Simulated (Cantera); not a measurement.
Input: 1 mol ZrN, 0.09 mol H₂, equilibrated at 13.3 mbar.

Method: chemical equilibrium by Gibbs-energy minimisation in Cantera with the NASA 1993 tables (ideal gas, pure condensed phases). Candidate condensed phases: Zr, ZrN; 22 gas species. Ions and electrons are included (thermal ionisation). Mutual solubility and eutectic melting of coexisting phases are not modelled. ZrN: taken at fixed stoichiometry. Condensed phases not in the tables: N, O or C dissolved in the metal. Kinetics and transport are ignored.

x: gas mole fraction; n: condensed amount in mol.

```tsv
T (°C)	x H₂	x H	x N₂	x Zr	x N	n ZrN(s)	n Zr(l)
1727	0.986	0.0140	5.81e-8	1.16e-7	1.88e-12	1.00	0
1977	0.938	(withheld)	(withheld)	(withheld)	(withheld)	1.000	0
2227	0.804	0.195	0.000173	0.000209	3.33e-8	1.000	0
2477	0.552	0.440	0.00463	0.00258	1.42e-6	0.999	0.000778
2727	0.239	0.669	0.0708	0.0207	3.21e-5	0.978	0.0190
2977	0.00637	0.222	0.651	0.120	0.000431	0	0.908
3227	0.000561	0.121	0.339	0.538	0.00112	0	0.208
3477	0.000151	0.107	0.296	0.594	0.00316	0	0
3727	5.96e-5	0.107	0.292	0.593	0.00831	0	0
3977	(withheld)	0.106	0.285	0.589	(withheld)	0	0
4227	1.23e-5	0.105	0.271	0.583	0.0406	0	0
4477	6.16e-6	0.103	0.248	0.572	0.0770	0	0
4727	3.23e-6	0.100	0.212	0.556	0.132	0	0
```

Task: What belongs in the gaps?

Result: 
- 3977, x H₂: 2.60e-5
- 3977, x N: 0.0194
- 1977, x H: 0.0623
- 1977, x N₂: 4.13e-6
- 1977, x Zr: 8.27e-6
- 1977, x N: 3.93e-10
